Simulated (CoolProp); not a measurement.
2000 sccm (0 °C, 1 atm) of nitrogen bubbles through liquid octamethyltrisiloxane (MDM) at 312.3 K and leaves saturated at a total pressure of 0.0114 MPa (ideal gas phase). Each further row changes one setting.

The numbers come from the reference Helmholtz-energy equation of state, Thol 2017 in CoolProp.

```
case                       vapour pressure (kPa)  mole fraction of vapour  delivery (mg/min)  delivery (sccm)  change of delivery for a bath 1 K warmer (%)
-------------------------  ---------------------  -----------------------  -----------------  ---------------  --------------------------------------------
as stated                                   1.20                    0.105                [?]              [?]                                           6.7
bath temperature 317.3 K                    1.59                      [?]               3420              324                                           6.7
total pressure 0.0228 MPa                   1.20                      [?]                [?]              111                                           6.3
```

Q: Complete the blanks.

A: 
- as stated, delivery (mg/min): 2470
- as stated, delivery (sccm): 234
- bath temperature 317.3 K, mole fraction of vapour: 0.139
- total pressure 0.0228 MPa, mole fraction of vapour: 0.0524
- total pressure 0.0228 MPa, delivery (mg/min): 1170
